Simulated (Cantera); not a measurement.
A closed system holds: 1 mol SiCl₄, 2.3 mol NH₃, 0.22 mol H₂, 78 mol N₂, equilibrated at 1675 °C and 0.280 bar.

Method: chemical equilibrium by Gibbs-energy minimisation in Cantera with the NASA 1993 tables (ideal gas, pure condensed phases). Candidate condensed phases: NH₄Cl, Si, Si₃N₄; 28 gas species. The tables' values for SiCl₃, SiCl are old estimates; treat these amounts as uncertain. The numbers say what is thermodynamically allowed, not how fast it happens.

Base state: N₂ 0.933, H₂ 0.0314, HCl 0.0232, SiCl₂ 0.0115, H 0.000379, SiCl₃ 0.000221, Cl 0.000210, SiCl 5.80e-5 (mole fractions); condensed: gas only.

### Question
What changes in the equilibrium state with this change: pressure from 0.280 bar to 50.0 Pa?

### Answer
```json
[
 {"species": "N₂", "before": "0.933", "after": "0.922"},
 {"species": "HCl", "before": "0.0232", "after": "0.0265"},
 {"species": "H₂", "before": "0.0314", "after": "0.0255"},
 {"species": "H", "before": "0.000379", "after": "0.00807"},
 {"species": "Cl", "before": "0.000210", "after": "0.00629"},
 {"species": "SiCl₂", "before": "0.0115", "after": "0.00659"},
 {"species": "Si", "before": "2.18e-5", "after": "0.00437"},
 {"species": "SiCl₃", "before": "0.000221", "after": "6.78e-6"}
]
```
The tables' values for SiCl, SiN are old estimates; treat these amounts as uncertain.
